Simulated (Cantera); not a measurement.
An isothermal, constant-pressure homogeneous reactor starts with NH3 : N2 = 1 : 10 (molar parts), at 1675 K and 22.5 Torr. Integrator tolerance rtol = 1e-08.

Detailed kinetics in Cantera: the gas-phase N/H chemistry of the illustrative SiF4/NH3 mechanism in the Surface Chemkin manual (1991). Walls and surfaces, which speed up NH3 decomposition in real reactors, are not modelled.

```tsv
quantity	before	after
x(NH3) at 10.0 s	0.0530 (gas-phase equilibrium 4.73e-8)	0.210 (gas-phase equilibrium 2.13e-7)
x(H2) at 10.0 s	0.0520 (gas-phase equilibrium 0.125)	0.147 (gas-phase equilibrium 0.382)
x(N) at 10.0 s	1.33e-7 (gas-phase equilibrium 1.80e-11)	9.83e-8 (gas-phase equilibrium 1.52e-11)
x(NH2) at 10.0 s	5.37e-5 (gas-phase equilibrium 2.26e-10)	0.000118 (gas-phase equilibrium 5.80e-10)
x(H) at 10.0 s	2.12e-5 (gas-phase equilibrium 0.000238)	3.33e-5 (gas-phase equilibrium 0.000417)
x(N2H4) at 10.0 s	9.63e-10 (gas-phase equilibrium <1e-12)	4.65e-9 (gas-phase equilibrium <1e-12)
```

Problem. What was changed between the two runs?
(A) pressure from 22.5 Torr to 653 Torr
(B) NH3 1 to 1.3 parts
(C) NH3 1 to 5.2 parts
(D) pressure from 22.5 Torr to 675 Torr

Solution. C, NH3 1 to 5.2 parts
